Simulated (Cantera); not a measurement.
Charge: 1 mol FeS₂, 23 mol H₂, 0.051 mol H₂O, at 0.100 bar.

These are equilibrium values from Cantera (NASA tables, ideal gas, pure condensed phases), not measurements of a reactor. Candidate condensed phases: Fe, FeO, Fe(OH)₂, Fe(OH)₃, FeS, FeSO₄, FeS₂, Fe₂O₃, Fe₂(SO₄)₃, Fe₃O₄, H₂O, H₂SO₄, S; 22 gas species. Equilibrium is a limit: real reactors are often held back by kinetics, nucleation or transport. All values below are at 1927 °C.

Base state: H₂ 0.895, Fe 0.0278, S₂ 0.0225, H 0.0169, H₂S 0.0153, SH 0.0152, S 0.00497, H₂O 0.00199 (mole fractions); condensed: Fe(l).

What changes in the equilibrium state with this change: H₂ from 23 to 1900 mol?


| species | before | after |
|---|---|---|
| H₂ | 0.895 | 0.981 |
| H | 0.0169 | 0.0176 |
| Fe | 0.0278 | 0.000521 |
| S₂ | 0.0225 | 1.62e-5 |
| SH | 0.0152 | 0.000427 |
| H₂S | 0.0153 | 0.000450 |
| SO | 5.56e-5 | 1.81e-8 |
| H₂O | 0.00199 | 2.65e-5 |
| Fe(l), mol | 0.311 | 0 |
